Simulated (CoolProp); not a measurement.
Vapour-liquid equilibrium of cyclohexane (1) + p-xylene (2) at 0.0946 MPa; x and y are mole fractions of (1).

Computed with CoolProp (multi-fluid Helmholtz-energy mixture model, Zhou 2014 and Zhou 2012; pair parameters Bell 2016).

| x | bubble temperature (K) | y at the bubble point | dew temperature at overall composition x (K) | liquid density (mol/L) |
|---|---|---|---|---|
| 0.05 | 401.5 | 0.220 | 407.3 | 7.220 |
| 0.125 | 392.3 | 0.442 | 404.8 | 7.358 |
| 0.2 | 385.1 | 0.585 | 402.2 | 7.482 |
| 0.275 | 379.3 | 0.682 | 399.4 | 7.596 |
| 0.35 | 374.6 | 0.751 | 396.4 | 7.703 |
| 0.425 | 370.6 | 0.803 | 393.1 | 7.805 |
| 0.5 | 367.2 | 0.844 | 389.6 | 7.905 |
| 0.575 | 364.3 | 0.876 | 385.7 | 8.003 |
| 0.65 | 361.6 | 0.904 | 381.3 | 8.101 |
| 0.725 | 359.2 | 0.928 | 376.5 | 8.199 |
| 0.8 | 357.0 | 0.949 | 370.9 | 8.299 |
| 0.875 | 354.9 | 0.969 | 364.4 | 8.401 |
| 0.95 | 352.9 | 0.988 | 356.9 | 8.505 |

No azeotrope shows between x = 0.05 and 0.95.

Pair parameters are fitted to limited data, so mixtures are less certain than the pure fluids.
